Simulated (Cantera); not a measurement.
An adiabatic, constant-pressure homogeneous reactor starts with CH₄ : O₂ : N₂ : CO₂ = 1 : 1.18 : 4.42 : 0.62 (molar parts), at 1300 K and 1.30 bar. Integrator tolerance rtol = 1e-08.

Cantera simulation using GRI-Mech 3.0 (53 species, 325 reactions); the numbers are that mechanism's predictions, not measurements.

Q: What does this change do: CO2 0.62 to 0.38 parts?

A: 
```
quantity                                                              before                                      after
---------------------------------  -----------------------------------------  -----------------------------------------
time of steepest temperature rise                                    14.9 ms                                    14.0 ms
temperature at 3.00 s                                                 2389 K                                     2437 K
equilibrium temperature                                               2389 K                                     2437 K
x(CH₄) at 3.00 s                   1.88e-12 (gas-phase equilibrium 2.13e-12)  2.61e-12 (gas-phase equilibrium 2.95e-12)
x(O₂) at 3.00 s                      6.69e-5 (gas-phase equilibrium 6.69e-5)    6.99e-5 (gas-phase equilibrium 6.99e-5)
x(CO₂) at 3.00 s                       0.0638 (gas-phase equilibrium 0.0638)      0.0469 (gas-phase equilibrium 0.0469)
x(N₂O) at 3.00 s                     1.48e-8 (gas-phase equilibrium 1.48e-8)    1.70e-8 (gas-phase equilibrium 1.70e-8)
x(H₂) at 3.00 s                        0.0658 (gas-phase equilibrium 0.0658)      0.0793 (gas-phase equilibrium 0.0793)
x(NO₂) at 3.00 s                     5.72e-9 (gas-phase equilibrium 5.72e-9)    6.29e-9 (gas-phase equilibrium 6.29e-9)
```

Q: What does this change do: pressure from 1.30 bar to 1.20 bar?

A: 
```json
[
 {"quantity": "time of steepest temperature rise", "before": "14.9 ms", "after": "15.9 ms"},
 {"quantity": "temperature at 3.00 s", "before": "2389 K", "after": "2388 K"},
 {"quantity": "equilibrium temperature", "before": "2389 K", "after": "2388 K"},
 {"quantity": "x(CH₄) at 3.00 s", "before": "1.88e-12 (gas-phase equilibrium 2.13e-12)", "after": "1.61e-12 (gas-phase equilibrium 1.82e-12)"},
 {"quantity": "x(O₂) at 3.00 s", "before": "6.69e-5 (gas-phase equilibrium 6.69e-5)", "after": "7.15e-5 (gas-phase equilibrium 7.15e-5)"},
 {"quantity": "x(CO₂) at 3.00 s", "before": "0.0638 (gas-phase equilibrium 0.0638)", "after": "0.0638 (gas-phase equilibrium 0.0638)"},
 {"quantity": "x(N₂O) at 3.00 s", "before": "1.48e-8 (gas-phase equilibrium 1.48e-8)", "after": "1.47e-8 (gas-phase equilibrium 1.47e-8)"},
 {"quantity": "x(H₂) at 3.00 s", "before": "0.0658 (gas-phase equilibrium 0.0658)", "after": "0.0658 (gas-phase equilibrium 0.0658)"},
 {"quantity": "x(NO₂) at 3.00 s", "before": "5.72e-9 (gas-phase equilibrium 5.72e-9)", "after": "5.86e-9 (gas-phase equilibrium 5.86e-9)"}
]
```

Q: What does this change do: initial temperature 1300 to 1375 K?

A: 
```
quantity                                                              before                                      after
---------------------------------  -----------------------------------------  -----------------------------------------
time of steepest temperature rise                                    14.9 ms                                    5.89 ms
temperature at 3.00 s                                                 2389 K                                     2447 K
equilibrium temperature                                               2389 K                                     2447 K
x(CH₄) at 3.00 s                   1.88e-12 (gas-phase equilibrium 2.13e-12)  1.41e-12 (gas-phase equilibrium 1.61e-12)
x(O₂) at 3.00 s                      6.69e-5 (gas-phase equilibrium 6.69e-5)  0.000124 (gas-phase equilibrium 0.000124)
x(CO₂) at 3.00 s                       0.0638 (gas-phase equilibrium 0.0638)      0.0629 (gas-phase equilibrium 0.0629)
x(N₂O) at 3.00 s                     1.48e-8 (gas-phase equilibrium 1.48e-8)    2.24e-8 (gas-phase equilibrium 2.24e-8)
x(H₂) at 3.00 s                        0.0658 (gas-phase equilibrium 0.0658)      0.0651 (gas-phase equilibrium 0.0651)
x(NO₂) at 3.00 s                     5.72e-9 (gas-phase equilibrium 5.72e-9)    1.10e-8 (gas-phase equilibrium 1.10e-8)
```
